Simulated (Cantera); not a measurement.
Feed: 1 mol (CH3)2SiCl2, 0.028 mol CH4, 360 mol H2, 0.9 mol C2H4, at 1.33 mbar.

Method: chemical equilibrium by Gibbs-energy minimisation in Cantera with the NASA 1993 tables (ideal gas, pure condensed phases). Candidate condensed phases: C, C6H6, C7H8, C8H18, Si, SiC; 109 gas species. The feed counts by its element totals alone. The tables' values for SiCl are old estimates; treat these amounts as uncertain. The numbers say what is thermodynamically allowed, not how fast it happens.

x: gas mole fraction; n: condensed amount in mol.

| T (K) | x H2 | x H | x HCl | x C2H2 (acetylene) | x Si | x Cl | x SiC2 | n C(graphite) | n SiC(s) |
|---|---|---|---|---|---|---|---|---|---|
| 1373 | 0.994 | 9.09e-5 | 0.00547 | 1.72e-6 | 1.23e-9 | 4.14e-7 | <1e-12 | 2.82 | 1.000 |
| 1448 | 0.994 | … | 0.00546 | … | … | … | … | 2.82 | 1.000 |
| 1523 | 0.994 | 0.000631 | 0.00546 | 1.17e-5 | 1.08e-7 | 2.78e-6 | 2.28e-10 | 2.82 | 1.000 |
| 1598 | 0.993 | 0.00145 | 0.00545 | 2.67e-5 | 7.32e-7 | 6.31e-6 | 2.81e-9 | 2.81 | 0.999 |
| 1673 | 0.991 | 0.00311 | 0.00544 | 5.65e-5 | 4.19e-6 | 1.33e-5 | 2.74e-8 | 2.79 | 0.998 |
| 1748 | 0.988 | 0.00622 | 0.00542 | 0.000112 | 2.06e-5 | 2.63e-5 | 2.19e-7 | 2.75 | 0.991 |
| 1823 | 0.983 | 0.0118 | 0.00538 | 0.000208 | 8.86e-5 | 4.91e-5 | 1.47e-6 | 2.71 | 0.963 |
| 1898 | 0.973 | 0.0211 | 0.00531 | 0.000366 | 0.000339 | 8.70e-5 | 8.50e-6 | 2.69 | 0.860 |
| 1973 | 0.957 | 0.0361 | 0.00520 | 0.000613 | 0.00117 | 0.000147 | 4.27e-5 | 2.82 | 0.508 |
| 2048 | 0.932 | … | 0.00504 | … | 0.00235 | … | … | 2.98 | 0 |
| 2123 | 0.898 | 0.0931 | 0.00482 | 0.00149 | 0.00233 | 0.000367 | 0.000165 | 2.54 | 0 |
| 2198 | 0.850 | 0.141 | 0.00452 | 0.00215 | 0.00226 | 0.000544 | 0.000215 | 1.94 | 0 |
| 2273 | 0.786 | 0.204 | 0.00412 | 0.00296 | 0.00214 | 0.000772 | 0.000268 | 1.14 | 0 |

**Question.** What belongs in the gaps?

**Answer.** 
- 1448, x H: 0.000252
- 1448, x C2H2 (acetylene): 4.73e-6
- 1448, x Si: 1.30e-8
- 1448, x Cl: 1.13e-6
- 1448, x SiC2: 1.43e-11
- 2048, x H: 0.0592
- 2048, x C2H2 (acetylene): 0.000977
- 2048, x Cl: 0.000237
- 2048, x SiC2: 0.000121
